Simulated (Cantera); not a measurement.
Charge: 1 mol MgO, 0.11 mol SO₂, 6.7 mol CO₂, at 675 K and 5.80 bar.

These are equilibrium values from Cantera (NASA tables, ideal gas, pure condensed phases), not measurements of a reactor. Candidate condensed phases: C, Mg, MgCO₃, MgO, MgS, MgSO₄, S; 26 gas species. Gases not in the tables: S₃ to S₇. Equilibrium is a limit: real reactors are often held back by kinetics, nucleation or transport.

Problem. What is the equilibrium state?

Solution. 
```
Item                                        Result
--------------------------------------  ----------
x(CO₂)                                       0.996
x(SO₂)                                     0.00215
x(S₂)                                     0.000627
x(COS)                                    0.000624
x(S₈)                                     0.000437
x(S₂O)                                     2.09e-5
x(CO)                                      1.23e-5
n(MgCO₃(s))                              0.934 mol
n(MgSO₄(s))                             0.0662 mol
gas amount                               5.785 mol
log10 activity of S(l) (absent)              -0.23
log10 activity of C(graphite) (absent)       -4.97
log10 activity of Mg(s) (absent)            -29.22
```
